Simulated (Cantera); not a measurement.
An adiabatic, constant-pressure homogeneous reactor starts with CH4 : CO : O2 : N2 : CO2 = 1 : 0.48 : 7 : 26.3 : 3.3 (molar parts), equivalence ratio 0.32, at 1350 K and 3.55 atm. Integrator tolerance rtol = 1e-08.

Model: GRI-Mech 3.0 (53 species, 325 reactions), integrated in Cantera.

```csv
quantity,before,after
time of steepest temperature rise,1.42 ms,1.43 ms
temperature at 5.00 s,1968 K,1942 K
equilibrium temperature,1967 K,1939 K
x(CH4) at 5.00 s,<1e-12 (gas-phase equilibrium <1e-12),<1e-12 (gas-phase equilibrium <1e-12)
x(CO) at 5.00 s,0.000191 (gas-phase equilibrium 0.000190),0.000145 (gas-phase equilibrium 0.000143)
x(O2) at 5.00 s,0.123 (gas-phase equilibrium 0.123),0.126 (gas-phase equilibrium 0.126)
x(CH3) at 5.00 s,<1e-12 (gas-phase equilibrium <1e-12),<1e-12 (gas-phase equilibrium <1e-12)
x(O) at 5.00 s,9.67e-5 (gas-phase equilibrium 9.58e-5),7.94e-5 (gas-phase equilibrium 7.78e-5)
```

Problem. Which change was made?
(A) CO 0.48 to 0.31 parts
(B) CH4 1 to 0.72 parts
(C) initial temperature 1350 to 1250 K
(D) constant volume in place of constant pressure

Solution. A, CO 0.48 to 0.31 parts
